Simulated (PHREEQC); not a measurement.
Synthetic water in mmol/kgw, 80 °C, pH 3.82: Na 112; K 1.61; Ca 3.31; Mg 4.56; Cl 42.5; S(6) 41.8.

Valence states are taken as typed.

Computed with PHREEQC (Pitzer model, pitzer.dat).

Precipitation was switched off in this run.

Predict the specific conductance, density, osmotic coefficient.

specific conductance 29100 µS/cm; density 0.979 g/cm³; osmotic coefficient 0.836.

In which forms is S present?

SO4-2 98 %, HSO4- 2.3 % of the S.

Species that the database lacks are ignored. Away from 25 °C the constants follow the database's enthalpies or fits; those with neither stay at their 25 °C values.
